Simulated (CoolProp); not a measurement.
Saturated liquid density (kg/m³) of R1234ze(E): the reference equation beside estimates from Tc = 382.5 K, pc = 3635 kPa, ω = 0.313. Rackett uses Z = 0.29056 − 0.08775 ω.

Model: reference Helmholtz-energy equation of state, Thol 2016, in CoolProp.

```tsv
T (K)	reference	Rackett	Redlich-Kwong	Soave-Redlich-Kwong
237.3	1339	1364	1163	1211
247	1313	1337	1138	1188
256.7	1287	1309	1111	1164
266.4	1260	1281	1083	1137
276.1	1231	1251	1053	1109
285.8	1202	1220	1021	1079
295.5	1172	1188	987.9	1046
305.2	1139	1154	952.3	1010
314.9	1105	1118	914.1	971.5
```

Absolute difference from the reference over all 9 rows, mean and median: Rackett 1.6 and 1.6 %, Redlich-Kwong 14.8 and 14.5 %, Soave-Redlich-Kwong 10.3 and 9.9 %.
